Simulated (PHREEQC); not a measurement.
3.4 g of hydrous ferric oxide (600 m²/g; 0.2 weak and 0.005 strong sites per Fe, Dzombak-Morel constants, diffuse double layer) in 1 kg of water with 0.005 mol/kgw of an inert sodium salt and 0.34 mmol/kgw ZnCl2 and 0.12 mmol/kgw Na2SO4, at 25 °C; the pH is set by adding NaOH or the inert anion's acid. Oxygen is held at 0.21 atm. No CO2 enters from the air. Nothing may precipitate in this run.

The series has 17 steps of pH, from 3 to 9.

The numbers come from PHREEQC with the ion-association model, wateq4f.dat.

**Question.** Near which pH is half of the Zn sorbed, and on which side is more sorbed?

**Answer.** Near pH 5.7, with more sorbed at higher pH.

**Question.** Near which pH is half of the S sorbed, and on which side is more sorbed?

**Answer.** Near pH 7.3, with more sorbed at lower pH.

The oxide is taken as insoluble; below pH 4 it would dissolve.
